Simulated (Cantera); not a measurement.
A freely propagating, adiabatic, planar premixed flame of H₂ : O₂ : N₂ = 1 : 0.455 : 1.71 (molar parts), unburnt at 475 K and 260000 Pa; mixture-averaged transport, grid criteria slope 0.08 and curve 0.16, no radiation.

Model: the H2/O2 subset of GRI-Mech 3.0, which has no nitrogen chemistry, integrated in Cantera. The hydrogen kinetics of GRI-Mech 3.0 are dated; newer H2 mechanisms differ, most at raised pressure. Burning velocities carry a grid error of a few per cent, more on coarse grids.

What does this change do: inlet temperature 475 to 450 K?


```
quantity                    before     after
------------------------  --------  --------
laminar burning velocity  531 cm/s  484 cm/s
thermal thickness         0.122 mm  0.120 mm
peak x(H₂O₂)               7.64e-5   8.69e-5
peak x(H)                   0.0450    0.0437
peak x(O)                  0.00894   0.00865
peak x(HO₂)               0.000738  0.000763
```

What does this change do: 0.13 parts H2O added?


```json
[
 {"quantity": "laminar burning velocity", "before": "531 cm/s", "after": "474 cm/s"},
 {"quantity": "thermal thickness", "before": "0.122 mm", "after": "0.118 mm"},
 {"quantity": "peak x(H₂O₂)", "before": "7.64e-5", "after": "8.46e-5"},
 {"quantity": "peak x(H)", "before": "0.0450", "after": "0.0371"},
 {"quantity": "peak x(O)", "before": "0.00894", "after": "0.00720"},
 {"quantity": "peak x(HO₂)", "before": "0.000738", "after": "0.000827"}
]
```
